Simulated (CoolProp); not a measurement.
Computed with CoolProp (reference Helmholtz-energy equation of state, Lemmon 2006). It is a short technical equation, of lower accuracy than the large ones.

For toluene, give the phase and the density (kg/m³), speed of sound (m/s), fugacity coefficient at 620 K and 1.15 MPa.


- 620 K and 1.15 MPa: gas; density 22.6, speed of sound 221, fugacity coefficient 0.914
